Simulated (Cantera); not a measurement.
Charge: 1 mol HMDSO, a varied amount of H₂O, equilibrated at 1500 K and 0.0400 bar.

These are equilibrium values from Cantera (NASA tables, ideal gas, pure condensed phases), not measurements of a reactor. Candidate condensed phases: C, C₆H₆, C₇H₈, C₈H₁₈, H₂O, Si, SiC, SiO₂; 123 gas species. The feed counts by its element totals alone. The numbers say what is thermodynamically allowed, not how fast it happens.

**Question.** At 1.1 mol H₂O, list the 5 most abundant gas species with their mole fractions, and the condensed phases.

**Answer.** H₂ 0.828, CO 0.172, SiO 0.000337, H 8.01e-5, CH₄ 7.04e-5. Condensed: C(graphite) + SiC(s).
